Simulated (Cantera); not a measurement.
Input (Python, Cantera):

```python
import numpy as np
import cantera as ct

surf = ct.Interface("diamond.yaml", "diamond_100")
gas, bulk = surf.adjacent["gas"], surf.adjacent["diamond"]
k = surf.kinetics_species_index(bulk.species_names[0])
cover = ["c6HH", "c6H*", "c6*H", "c6**", "c6HM", "c6B"]

rows, drift = [], 0.0
print(f"{'xCH3':>10s}{'um/h':>11s}" + "".join(f"{s:>11s}" for s in cover))
for v in [1e-06, 2.3e-06, 5.2e-06, 1.2e-05, 2.7e-05, 6.1e-05, 0.00014, 0.00031, 0.00072]:
    T, P, xH, xCH3 = 1325, 1500, 0.00021, v
    gas.TPX = T, P, {"H": xH, "CH3": xCH3, "CH4": 0.029, "H2": 1 - xH - xCH3 - 0.029}
    surf.TP = bulk.TP = T, P
    surf.coverages = "c6H*:0.1, c6HH:0.9"
    surf.advance_coverages(100.0)
    before = surf.coverages
    surf.advance_coverages(100.0)
    drift = max(drift, np.max(np.abs(surf.coverages - before) / (surf.coverages + 1e-9)))
    rate = surf.net_production_rates[k] * bulk.mean_molecular_weight / bulk.density * 3.6e9
    rows.append([rate, *surf[cover].coverages])
    print(f"{v:10.4g}{rate:11.4e}" + "".join(f"{x:11.3e}" for x in rows[-1][1:]))
```

Output:

```
      xCH3       um/h       c6HH       c6H*       c6*H       c6**       c6HM        c6B
     1e-06 9.6554e-05  5.600e-01  3.822e-02  3.921e-01  9.659e-03  2.116e-07  2.620e-13
   2.3e-06 2.2206e-04  5.600e-01  3.822e-02  3.921e-01  9.658e-03  4.867e-07  6.026e-13
   5.2e-06 5.0196e-04  5.600e-01  3.822e-02  3.921e-01  9.656e-03  1.100e-06  1.362e-12
   1.2e-05 1.1579e-03  5.600e-01  3.822e-02  3.921e-01  9.652e-03  2.539e-06  3.142e-12
   2.7e-05 2.6030e-03  5.600e-01  3.822e-02  3.921e-01  9.644e-03  5.712e-06  7.064e-12
   6.1e-05 5.8695e-03  5.599e-01  3.821e-02  3.920e-01  9.625e-03  1.290e-05  1.593e-11
   0.00014 1.3410e-02  5.598e-01  3.820e-02  3.919e-01  9.581e-03  2.960e-05  3.639e-11
   0.00031 2.9408e-02  5.595e-01  3.818e-02  3.917e-01  9.488e-03  6.549e-05  7.980e-11
   0.00072 6.6758e-02  5.589e-01  3.813e-02  3.912e-01  9.271e-03  1.518e-04  1.812e-10
```

Detailed kinetics in Cantera: the Harris–Goodwin 1993 mechanism for the reconstructed diamond (100) surface.
